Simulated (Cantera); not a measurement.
Reactions in the system C-H-N-Ta

Cantera with NASA thermochemical tables; ideal gases at 1 bar, condensed phases pure. Values are per mole of reaction as written; species without (g) are pure solids or liquids, kept so even where they would boil at 1 bar. TaC: taken at fixed stoichiometry.

2 Ta + 2 HCN(g) → 2 TaC + N2(g) + 2 H(g)

```csv
T (K),ΔH° (kJ),ΔS° (J/K),ΔG° (kJ),log10 K
300,-122.2,19.3,-128.0,22.28
1848,-91.1,58.0,-198.2,5.60
1948,-89.4,58.9,-204.1,5.47
2048,-87.7,59.7,-210.0,5.36
2148,-86.0,60.5,-216.0,5.25
2248,-84.3,61.3,-222.1,5.16
2348,-82.7,62.0,-228.3,5.08
2448,-81.1,62.7,-234.5,5.00
2548,-79.5,63.3,-240.8,4.94
2648,-78.0,63.9,-247.2,4.88
```
